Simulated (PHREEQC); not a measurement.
**Alkaline etch or developer: an equilibrium model**

A solution holds 26 mmol/kgw NaOH, 6.4 mmol/kgw K2SiO3 and 0.53 mmol/kgw Na2CO3, at 60 °C. Closed to the air; pH follows from the charge balance.

Model: ion-association model, wateq4f.dat, run in PHREEQC.

Each row changes one thing in this solution. Precipitation was switched off in this run.

```
case                                       pH  ionic strength (mol/kgw)  H3SiO4- (mol/kgw)  H2SiO4-2 (mol/kgw)  NaCO3- (mol/kgw)  CO3-2 (mol/kgw)  SI of Quartz (SiO2)
--------------------------------------  -----  ------------------------  -----------------  ------------------  ----------------  ---------------  -------------------
as made                                 11.44                    0.0409            0.00527             0.00109          0.000279         0.000244                -0.88
temperature from 60 to 85 °C            10.93                    0.0405            0.00546            0.000862          0.000382         0.000136                -0.84
temperature from 60 to 40 °C            11.95                    0.0413            0.00510             0.00128          0.000175         0.000351                -0.93
Na2CO3 from 0.00053 to 0.00106 mol/kgw  11.44                    0.0419            0.00527             0.00109          0.000563         0.000483                -0.88
K2SiO3 from 0.0064 to 0.0096 mol/kgw    11.47                    0.0480            0.00778             0.00177          0.000273         0.000250                -0.74
NaOH from 0.026 to 0.0026 mol/kgw       10.92                    0.0171            0.00593            0.000316           7.71e-5         0.000407                -0.28
```

Constants without temperature data keep their 25 °C values here.
